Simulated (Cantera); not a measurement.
A Cantera script and what it prints.

```python
import numpy as np
import cantera as ct

gas_names = [...]  # 123 gases of nasa_gas.yaml made of C, H, O, Si
cond_names = """
    C(gr) C6H6(L) C7H8(L) C8H18(L),n-octa H2O(s) H2O(L) Si(cr) Si(L) SiC(b) SiO2(Lqz) SiO2(hqz) SiO2(L)
""".split()


# ... load() reads the species with a 1 bar reference pressure and builds the phases ...
atoms = {
    'HMDSO': {'Si': 2, 'C': 6, 'H': 18, 'O': 1},
    'O2': {'O': 2},
    'H2': {'H': 2},
}
top_T = {'C(gr)': 4500, 'SiC(b)': 3050}  # K; cautious upper limits of use, not melting points


# ... equilibrate(T, P, feed) seeds the gas with the atoms and calls Mixture.equilibrate('TP', solver="vcs", rtol=1e-11, max_steps=5000) ...
results = []
T = 1298  # K
P = 1000  # Pa
for m in [0.32, 0.66, 1.4, 2.8, 5.7, 12, 24]:
    feed = {'HMDSO': 1, 'O2': m, 'H2': 8}  # mol
    mix = equilibrate(T, P, feed)
    results.append((T, P, feed, dict(zip(mix.species_names, mix.species_moles))))

top = {s: max(r[3][s] / sum(r[3][g] for g in gas_names) for r in results) for s in gas_names}
cols = sorted((s for s in top if top[s] > 1e-06), key=lambda s: -top[s])[:7]
seen = [c for c in cond_names if any(r[3].get(c, 0) > 1e-12 for r in results)]
print("log10 of partial pressures in bar; condensed amounts in mol")
print(f"{'n(O2)':>10s}" + "".join(f"{s[:9]:>10s}" for s in cols + seen))
for T, P, feed, n in results:
    ng = sum(n[g] for g in gas_names)
    print(f"{feed['O2']:10.4g}" + "".join(f"{np.log10(max(n[s] / ng * P / 1e5, 1e-99)):10.3f}" for s in cols)
          + "".join(f"{n.get(c, 0):10.4g}" for c in seen))
```

It prints:

```
log10 of partial pressures in bar; condensed amounts in mol
     n(O2)        H2       H2O        O2        CO       CO2        OH       CH4     C(gr)    SiC(b) SiO2(hqz)
      0.32    -2.024    -7.328   -24.763    -3.273    -8.821   -14.174    -6.147     3.381     1.659    0.3403
      0.66    -2.024    -7.328   -24.763    -3.273    -8.821   -14.174    -6.147     3.721     1.319    0.6803
       1.4    -2.024    -7.328   -24.763    -3.273    -8.821   -14.174    -6.147     4.461     0.579      1.42
       2.8    -2.062    -6.971   -23.972    -2.877    -8.030   -13.798    -6.222     3.399         0         2
       5.7    -2.185    -3.065   -15.914    -2.615    -3.739    -9.830   -10.236         0         0         2
        12    -2.635    -2.295   -13.473    -2.935    -2.839    -8.835   -12.676         0         0         2
        24    -8.044    -2.261    -2.588    -8.252    -2.713    -6.097   -34.253         0         0         2
```

Method: chemical equilibrium by Gibbs-energy minimisation in Cantera with the NASA 1993 tables (ideal gas, pure condensed phases). The feed counts by its element totals alone. Mutual solubility and eutectic melting of coexisting phases are not modelled. The tables hold silica as quartz up to 1696 K and as liquid above; real silica turns to tridymite and cristobalite and melts near 1996 K.
